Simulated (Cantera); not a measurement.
Cantera run:

```python
import numpy as np
import cantera as ct

gas_names = """
    H HNO HNO2 HNO3 HO2 H2 H2O H2O2 N NH NH2 NH3 NH2OH NO NO2 NO3 N2 N2H2 N2H4 N2O O OH O2 O3 Si SiH
    SiH2 SiH3 SiH4 SiN SiO SiO2 Si2 Si2N Si3
""".split()
cond_names = """
    H2O(s) H2O(L) Si(cr) Si(L) SiO2(Lqz) SiO2(hqz) SiO2(L) Si2N2O(s) Si3N4(a)
""".split()


# ... load() reads the species with a 1 bar reference pressure and builds the phases ...
atoms = {
    'Si3N4': {'Si': 3, 'N': 4},
    'N2O': {'N': 2, 'O': 1},
    'H2': {'H': 2},
}
top_T = {'Si2N2O(s)': 2100, 'Si3N4(a)': 2400}  # K; cautious upper limits of use, not melting points


# ... equilibrate(T, P, feed) seeds the gas with the atoms and calls Mixture.equilibrate('TP', solver="vcs", rtol=1e-11, max_steps=5000) ...
results = []
feed = {'Si3N4': 1, 'N2O': 0.015, 'H2': 2}  # mol
T = 1100  # K
P = 82000  # Pa
mix = equilibrate(T, P, feed)
results.append((T, P, feed, dict(zip(mix.species_names, mix.species_moles))))
x = sorted(zip(gas.X, gas.species_names), reverse=True)
print(f"T = {T:g} K  P = {P:g} Pa  gas = {mix.phase_moles(0):.4g} mol")
print("   x: " + "  ".join(f"{s} {v:.3e}" for v, s in x if v > 0.001))
print("   condensed (mol): " + ("  ".join(f"{mix.phase(i).name} {mix.phase_moles(i):.4g}"
      for i in range(1, mix.n_phases) if mix.phase_moles(i) > 1e-12) or "none"))
```

Result:

```
T = 1100 K  P = 82000 Pa  gas = 2.02 mol
   x: H2 9.901e-01  N2 9.888e-03
   condensed (mol): Si2N2O(s) 0.015  Si3N4(a) 0.99
```

Method: chemical equilibrium by Gibbs-energy minimisation in Cantera with the NASA 1993 tables (ideal gas, pure condensed phases). Mutual solubility and eutectic melting of coexisting phases are not modelled.
